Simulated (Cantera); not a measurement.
Feed: 1 mol B, 1.7 mol NH3, 130 mol N2, at 2100 K and 7.50 Torr.

Equilibrium computed with Cantera from the NASA thermochemical tables; the gas is ideal and each condensed phase is pure. The numbers say what is thermodynamically allowed, not how fast it happens.

```
species      before     after
----------  -------  --------
N2            0.979     0.981
H2           0.0171    0.0190
H           0.00408  0.000429
B           1.45e-5   1.45e-8
BN(s), mol    0.997     1.000
```
Gas species are given as mole fractions.

Task: What was changed between the two runs?
(A) pressure from 7.50 Torr to 750 Torr
(B) temperature from 2100 K to 2423 K
(C) NH3 from 1.7 to 0.57 mol
(D) B replaced by borazine

Result: A, pressure from 7.50 Torr to 750 Torr
